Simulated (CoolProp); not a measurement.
Saturation properties of tetrahydrofuran.

Computed with CoolProp (reference Helmholtz-energy equation of state, Fiedler 2023).

| T (°C) | p (MPa) | vapour density (kg/m³) | enthalpy of vaporisation (kJ/kg) | liquid cp (kJ/(kg K)) |
|---|---|---|---|---|
| 64.25 | 0.09594 | 2.534 | 417.6 | 1.877 |
| 77.85 | 0.1469 | 3.769 | 407.3 | ? |
| 91.55 | 0.2174 | 5.440 | 396.5 | 1.995 |
| 105.25 | 0.3116 | 7.633 | 385.2 | 2.057 |
| 118.85 | 0.4330 | 10.43 | 373.3 | 2.121 |
| 132.55 | 0.5885 | 14.02 | ? | 2.190 |
| 146.25 | 0.7826 | 18.51 | 346.9 | 2.262 |
| 159.85 | 1.019 | 24.08 | 332.2 | 2.341 |
| 173.55 | ? | ? | 316.0 | 2.429 |
| 187.15 | 1.649 | 39.71 | 298.2 | 2.530 |
| 200.85 | 2.057 | 50.71 | 278.1 | 2.656 |
| 214.55 | 2.536 | 64.88 | 254.9 | 2.825 |
| 228.15 | 3.094 | 83.70 | 227.4 | 3.083 |
| 241.85 | 3.752 | 111.0 | 192.2 | 3.589 |
| 255.45 | 4.522 | ? | 140.7 | 5.272 |

Problem. Some entries are withheld; supply them.

Solution. 
- 77.85, liquid cp (kJ/(kg K)): 1.935
- 132.55, enthalpy of vaporisation (kJ/kg): 360.6
- 173.55, p (MPa): 1.307
- 173.55, vapour density (kg/m³): 31.06
- 255.45, vapour density (kg/m³): 157.1

It boils at 65.9 °C under 1 atm.
